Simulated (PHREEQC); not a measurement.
Dissolve 0.21 mol/kgw ZnSO4 and 0.00019 mol/kgw KCl at 25 °C. Closed to the air; pH follows from the charge balance.

Equilibrium calculation in PHREEQC: ion-association model, wateq4f.dat.

Each row changes one thing in this solution. This is a speciation only: nothing precipitates in the calculation.

```csv
case,pH,ionic strength (mol/kgw)
as made,5.46,0.387
ZnSO4 left out,7.00,0.000190
temperature from 25 to 45 °C,5.23,0.378
diluted 5-fold with water,5.61,0.0910
KCl left out,5.46,0.387
0.0038 mol/kgw KOH added,7.74,0.387
KCl from 0.00019 to 0.000171 mol/kgw,5.46,0.387
```

Complexes and solids missing from the database can't appear. Some of these states are supersaturated (in Zn(OH)2-e, Zn4(OH)6SO4, for instance). At this temperature some constants are extrapolated from 25 °C, and those without enthalpy data are left unchanged.
